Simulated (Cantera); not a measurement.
Feed: 1 mol Al, 9.7 mol H₂O, 820 mol H₂, equilibrated at 725 °C and 0.00133 bar.

Equilibrium computed with Cantera from the NASA thermochemical tables; the gas is ideal and each condensed phase is pure. Candidate condensed phases: Al, Al₂O₃, H₂O; 19 gas species. Kinetics and transport are ignored.

Base state: H₂ 0.990, H₂O 0.00988 (mole fractions); condensed: Al₂O₃(s).

What changes in the equilibrium state with this change: temperature from 725 °C to 1850 °C?


```csv
species,before,after
H₂,0.990,0.896
H,5.86e-8,0.0930
H₂O,0.00988,0.00994
Al,<1e-9,0.000362
OH,<1e-9,0.000128
AlOH,<1e-9,8.26e-5
Al₂O,<1e-9,3.40e-5
AlO,<1e-9,1.75e-5
"Al₂O₃(s), mol",0.500,0.266
```
The tables' values for AlOH are old estimates; treat these amounts as uncertain.

What changes in the equilibrium state with this change: Al replaced by Al(CH₃)₃?


| species | before | after |
|---|---|---|
| H₂ | 0.990 | 0.990 |
| H₂O | 0.00988 | 0.00618 |
| CO | 0 | 0.00355 |
| CO₂ | 0 | 3.21e-5 |
| Al₂O₃(s), mol | 0.500 | 0.500 |
The feed counts by its element totals alone. Further candidate phases: C, C₆H₆, C₇H₈, C₈H₁₈.
